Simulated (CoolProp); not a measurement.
Vapour-liquid equilibrium of nitrogen (1) + oxygen (2) at 0.252 MPa; x and y are mole fractions of (1).

The numbers come from the multi-fluid Helmholtz-energy mixture model, Span 2000 and Schmidt 1985; pair parameters Gernert 2013 in CoolProp.

Problem. Give the bubble temperature and the first vapour's composition at x = 0.05, 0.55, 0.75. Is there an azeotrope?

Solution. x = 0.05: 98.5 K, y = 0.148; x = 0.55: 90.2 K, y = 0.795; x = 0.75: 88.2 K, y = 0.904. No azeotrope shows between x = 0.05 and 0.95.

The pair parameters rest on a limited set of measurements; away from them the model extrapolates.
